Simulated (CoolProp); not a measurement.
Properties of normal hydrogen at several states.

Computed with CoolProp (reference Helmholtz-energy equation of state, Leachman 2009).

| T (K) | p (kPa) | phase | cp (kJ/(kg K)) | conductivity (mW/(m K)) |
|---|---|---|---|---|
| 278.9 | 11.1 | gas | ___ | 176 |
| 695.7 | 23.3 | gas | 14.61 | ___ |
| 407.1 | 2850 | supercritical | 14.52 | 237 |
| 845.2 | 46.1 | gas | 14.76 | ___ |
| 411.6 | 6400 | supercritical | 14.56 | ___ |
| 480.1 | 259 | gas | ___ | 263 |

Complete the blanks.


- 278.9, cp (kJ/(kg K)): 14.22
- 695.7, conductivity (mW/(m K)): 345
- 845.2, conductivity (mW/(m K)): 401
- 411.6, conductivity (mW/(m K)): 241
- 480.1, cp (kJ/(kg K)): 14.51

Thermal conductivity comes from a separate model (Assael 2011).
